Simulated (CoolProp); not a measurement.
Saturation properties of m-xylene (Tc = 616.9 K, pc = 3.535 MPa, ω = 0.326).

Model: reference Helmholtz-energy equation of state, Zhou 2012, in CoolProp.

```
T (K)  p (MPa)  liquid density (kg/m³)  vapour Z  surface tension (mN/m)  liquid viscosity (µPa s)  vapour viscosity (µPa s)
-----  -------  ----------------------  --------  ----------------------  ------------------------  ------------------------
409.7  0.09467                   757.8    0.9588                    16.4                       223                      8.80
413.7   0.1054                   753.8    0.9555                    16.0                       217                      8.89
417.8   0.1174                   749.7    0.9521                    15.6                       211                      8.97
421.8   0.1302                   745.7    0.9485                    15.2                       205                      9.06
425.9   0.1443                   741.5    0.9446                    14.8                       199                      9.15
429.9   0.1592                   737.3    0.9407                    14.4                       194                      9.23
434     0.1757                   733.1    0.9365                    14.0                       189                      9.32
438.1   0.1936                   728.8    0.9321                    13.6                       183                      9.41
442.1   0.2123                   724.5    0.9276                    13.2                       179                      9.50
446.2   0.2329                   720.1    0.9228                    12.8                       174                      9.59
450.2   0.2544                   715.8    0.9179                    12.5                       169                      9.68
454.3   0.2781                   711.3    0.9126                    12.1                       165                      9.77
458.3   0.3028                   706.9    0.9073                    11.7                       160                      9.86
462.4   0.3297                   702.2    0.9016                    11.3                       156                      9.95
466.4   0.3578                   697.7    0.8959                    11.0                       152                      10.0
```

It boils at 412.2 K under 1 atm.

Viscosity comes from a separate model (Cao 2016). Surface tension comes from a separate correlation (Mulero 2014).
